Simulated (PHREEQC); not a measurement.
Solution (89 °C): 0.036 mol HBr and 0.38 mol NiCl2 per kg of water. Closed to the air; pH follows from the charge balance.

All values are PHREEQC results (ion-association model, wateq4f.dat), not measurements.

```csv
quantity,before,after
pH,1.58,2.28
ionic strength (mol/kgw),0.838,0.817
Cl- (mol/kgw),0.569,0.568
```

### Question
Which change was made?
A) NiCl2 replaced by FeCl2 at the same molality
B) diluted 5-fold with water
C) 0.019 mol/kgw HCl added
D) HBr from 0.036 to 0.0072 mol/kgw
E) 0.0077 mol/kgw H3PO4 added

### Answer
D, HBr from 0.036 to 0.0072 mol/kgw

Precipitation was switched off in this run. The ionic strength passes 0.7 mol/kgw, the rough limit of the ion-association models, in every such run. Away from 25 °C the constants follow the database's enthalpies or fits; those with neither stay at their 25 °C values.
